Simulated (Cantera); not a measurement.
A diamond (100) surface in a fixed gas of H2 with x(CH4) = 0.0031, x(H) = 0.00043, x(CH3) = 0.00032, 135 Torr; coverages are run to steady state.

Cantera simulation using the Harris–Goodwin 1993 mechanism for the reconstructed diamond (100) surface; the numbers are that mechanism's predictions, not measurements.

θ: site fractions in the mechanism's names (c6HH fully hydrogenated, c6H* and c6*H radical sites, c6** diradical, c6HM methylated).

| T (K) | growth (µm/h) | θ c6HH | θ c6H* | θ c6*H | θ c6** | θ c6HM |
|---|---|---|---|---|---|---|
| 950 | ___ | 0.413 | 0.00878 | 0.208 | 0.00322 | 0.281 |
| 1025 | ___ | 0.432 | 0.0146 | 0.278 | 0.00587 | 0.191 |
| 1100 | ___ | 0.467 | 0.0230 | 0.364 | 0.00971 | 0.0891 |
| 1175 | ___ | 0.483 | 0.0318 | 0.428 | 0.0134 | 0.0243 |
| 1250 | ___ | 0.480 | 0.0388 | 0.452 | 0.0158 | 0.00520 |
| 1325 | ___ | 0.479 | 0.0442 | 0.454 | 0.0168 | 0.00111 |
| 1400 | ___ | 0.489 | 0.0484 | 0.443 | 0.0170 | 0.000249 |

Q: Fill in the missing entries.

A: 
- 950, growth (µm/h): 13.3
- 1025, growth (µm/h): 17.8
- 1100, growth (µm/h): 15.2
- 1175, growth (µm/h): 8.09
- 1250, growth (µm/h): 4.55
- 1325, growth (µm/h): 3.36
- 1400, growth (µm/h): 2.13
